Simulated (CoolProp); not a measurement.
Vapour-liquid equilibrium of cyclohexane (1) + m-xylene (2) at 0.487 MPa; x and y are mole fractions of (1).

Computed with CoolProp (multi-fluid Helmholtz-energy mixture model, Zhou 2014 and Zhou 2012; pair parameters Bell 2016).

Problem. Give the bubble temperature and the first vapour's composition at x = 0.05, 0.15, 0.35. Is there an azeotrope?

Solution. x = 0.05: 475.9 K, y = 0.142; x = 0.15: 464.8 K, y = 0.366; x = 0.35: 447.7 K, y = 0.643. No azeotrope shows between x = 0.05 and 0.95.

The pair parameters rest on a limited set of measurements; away from them the model extrapolates.
